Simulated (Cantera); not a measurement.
An isothermal, constant-pressure homogeneous reactor starts with NO : N2 = 1 : 0.29 (molar parts), at 1550 K and 0.118 atm.

Computed with Cantera and GRI-Mech 3.0 (53 species, 325 reactions).

Q: Predict: x(NO) at 100 s; x(O2) at 100 s; x(N2) at 100 s; x(N2O) at 100 s; x(O) at 100 s.

A: 
```
Property                                           Result
---------------  ----------------------------------------
x(NO) at 100 s      0.583 (gas-phase equilibrium 0.00186)
x(O2) at 100 s       0.0956 (gas-phase equilibrium 0.387)
x(N2) at 100 s        0.321 (gas-phase equilibrium 0.611)
x(N2O) at 100 s  0.000108 (gas-phase equilibrium 3.43e-8)
x(O) at 100 s     7.36e-6 (gas-phase equilibrium 1.41e-5)
```
